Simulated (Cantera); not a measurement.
An isothermal, constant-pressure homogeneous reactor starts with CH4 : N2 = 1 : 6.1 (molar parts), at 1250 K and 760 Torr.

Model: GRI-Mech 3.0 (53 species, 325 reactions), integrated in Cantera. GRI-Mech 3.0 stops at C3 and has no aromatics, soot or wall deposition, so with more carbon than oxygen in the feed, carbon stays in small species such as C2H2 where larger ones or solid carbon would form.

x: mole fraction; the columns are a selection and need not sum to one.

```csv
t (s),x CH4,x H2,x CH2,x CH3,x C2H4
2.00e-5,0.141,1.73e-9,<1e-12,3.54e-9,<1e-12
6.30e-5,0.141,5.61e-9,<1e-12,1.13e-8,<1e-12
0.000198,0.141,1.78e-8,<1e-12,3.57e-8,<1e-12
0.000625,0.141,___,<1e-12,___,4.80e-12
0.00197,0.141,1.78e-7,<1e-12,3.48e-7,1.50e-10
0.00620,0.141,5.67e-7,<1e-12,9.29e-7,3.89e-9
0.0195,0.141,1.85e-6,<1e-12,1.40e-6,4.61e-8
0.0615,0.141,6.03e-6,<1e-12,1.52e-6,2.55e-7
0.194,0.141,1.99e-5,<1e-12,1.81e-6,1.46e-6
0.610,0.141,7.17e-5,1.21e-12,2.43e-6,1.12e-5
1.92,0.140,0.000312,2.10e-12,3.21e-6,8.69e-5
6.05,0.139,0.00143,2.35e-12,3.37e-6,0.000327
19.1,0.136,0.00547,2.03e-12,3.10e-6,0.000490
60.0,0.127,___,1.53e-12,___,___
```

Some entries are withheld; supply them.


- 0.000625, x H2: 5.64e-8
- 0.000625, x CH3: 1.13e-7
- 60.0, x H2: 0.0168
- 60.0, x CH3: 2.60e-6
- 60.0, x C2H4: 0.000824
